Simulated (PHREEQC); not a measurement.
Consider water at 25 °C with 0.29 mol NaHCO3 and 0.00049 mol NaOH per kg of water. Closed to the air; pH follows from the charge balance.

Computed with PHREEQC (ion-association model, wateq4f.dat).

No solid was allowed to form.

**Question.** Order these Na species by the share of Na that they hold, largest first: NaHCO3, NaCO3-, Na+.

**Answer.** Na+ (92 %), NaHCO3 (6.7 %), NaCO3- (1.2 %)

**Question.** Order these C species by the share of C that they hold, largest first: CO2, CO3-2, NaCO3-, HCO3-, NaHCO3.

**Answer.** HCO3- (89 %), NaHCO3 (6.7 %), CO2 (1.8 %), NaCO3- (1.2 %), CO3-2 (0.83 %)

The pH is 7.88 and the ionic strength 0.270 mol/kgw. Complexes and solids missing from the database can't appear.
